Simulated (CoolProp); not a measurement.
Vapour-liquid equilibrium of ethylene (1) + propane (2) at 12 kPa; x and y are mole fractions of (1).

The numbers come from the multi-fluid Helmholtz-energy mixture model, Smukala 2000 and Lemmon 2009; pair parameters Bell 2016 in CoolProp.

```csv
x,bubble temperature (K),y at the bubble point,dew temperature at overall composition x (K),liquid density (mol/L)
0.05,175.7,0.714,191.2,14.76
0.15,161.3,0.931,189.6,15.58
0.25,154.6,0.969,187.8,16.25
0.35,150.6,0.983,185.9,16.90
0.45,147.8,0.989,183.7,17.55
0.55,145.8,0.993,181.1,18.22
0.65,144.3,0.995,178.1,18.91
0.75,143.0,0.997,174.2,19.64
0.85,141.8,0.998,168.7,20.41
0.95,140.7,0.999,158.5,21.23
```

No azeotrope shows between x = 0.05 and 0.95.

Pair parameters are fitted to limited data, so mixtures are less certain than the pure fluids.
